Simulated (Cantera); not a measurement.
A Cantera script and its output.

```python
import numpy as np
import cantera as ct

gas = ct.Solution("gri30.yaml")
gas.TPX = 1148, 25000, {'CH4': 1, 'H2': 0.099, 'O2': 1.08, 'N2': 4.06}
reactor = ct.IdealGasConstPressureReactor(gas, energy="on", clone=False)
net = ct.ReactorNet([reactor])
net.rtol, net.atol = 1e-08, 1e-16
show = ['CH4', 'H2', 'O2', 'H2O', 'C2H6', 'C2H4', 'H2O2']
times = np.geomspace(1e-06, 6, 13)

steps = ct.SolutionArray(gas, extra=["t"])
rows = []
print(f"{'t/s':>10s}{'T/K':>9s}{'P/Pa':>11s}" + "".join(f"{s:>11s}" for s in show))
for t in times:
    while net.time < t:
        t_next = net.step()
        steps.append(gas.state, t=t_next)
    rows.append([np.interp(t, steps.t, y) for y in (steps.T, steps.P, *steps(*show).X.T)])
    print(f"{t:10.3e}{rows[-1][0]:9.1f}{rows[-1][1]:11.4g}" + "".join(f"{x:11.3e}" for x in rows[-1][2:]))
rate = np.gradient(steps.T, steps.t)
print("integrator steps:", len(steps.t))
if steps.T.max() > steps.T[0] + 200:
    print(f"time of steepest temperature rise: {steps.t[rate.argmax()]:.4e} s")
gas.TPX = 1148, 25000, {'CH4': 1, 'H2': 0.099, 'O2': 1.08, 'N2': 4.06}
gas.equilibrate("HP")
print(f"equilibrium (HP): T = {gas.T:.1f} K  " + "  ".join(f"{s} {gas[s].X[0]:.3e}" for s in show))
```

Output:

```
       t/s      T/K       P/Pa        CH4         H2         O2        H2O       C2H6       C2H4       H2O2
 1.000e-06   1148.0    2.5e+04  1.603e-01  1.587e-02  1.731e-01  1.458e-13  4.866e-20  3.945e-23  1.151e-14
 3.672e-06   1148.0    2.5e+04  1.603e-01  1.587e-02  1.731e-01  4.441e-12  2.463e-18  6.409e-21  1.533e-13
 1.348e-05   1148.0    2.5e+04  1.603e-01  1.587e-02  1.731e-01  6.589e-11  1.402e-16  1.122e-18  2.061e-12
 4.949e-05   1148.0    2.5e+04  1.603e-01  1.587e-02  1.731e-01  4.488e-10  7.931e-15  1.486e-16  2.756e-11
 1.817e-04   1148.0    2.5e+04  1.603e-01  1.587e-02  1.731e-01  3.060e-09  4.384e-13  1.226e-14  3.592e-10
 6.672e-04   1148.0    2.5e+04  1.603e-01  1.587e-02  1.731e-01  3.264e-08  2.929e-11  9.287e-13  4.293e-09
 2.449e-03   1148.0    2.5e+04  1.603e-01  1.587e-02  1.731e-01  6.671e-07  4.553e-09  1.495e-10  3.831e-08
 8.993e-03   1148.2    2.5e+04  1.602e-01  1.585e-02  1.731e-01  4.666e-05  8.227e-06  2.909e-07  1.372e-07
 3.302e-02   1151.6    2.5e+04  1.596e-01  1.572e-02  1.727e-01  6.861e-04  2.264e-04  1.610e-05  5.269e-07
 1.212e-01   1208.0    2.5e+04  1.493e-01  1.729e-02  1.647e-01  1.060e-02  1.784e-03  7.675e-04  1.079e-05
 4.451e-01   2278.7    2.5e+04  1.504e-12  1.482e-01  1.216e-05  1.400e-01  3.827e-25  6.350e-20  1.022e-09
 1.634e+00   2278.7    2.5e+04  1.502e-12  1.482e-01  1.216e-05  1.400e-01  3.817e-25  6.340e-20  1.023e-09
 6.000e+00   2278.7    2.5e+04  1.502e-12  1.482e-01  1.216e-05  1.400e-01  3.817e-25  6.340e-20  1.023e-09
integrator steps: 2488
time of steepest temperature rise: 1.3681e-01 s
equilibrium (HP): T = 2278.7 K  CH4 1.693e-12  H2 1.482e-01  O2 1.216e-05  H2O 1.400e-01  C2H6 4.705e-25  C2H4 7.012e-20  H2O2 1.023e-09
```

Computed with Cantera and GRI-Mech 3.0 (53 species, 325 reactions).
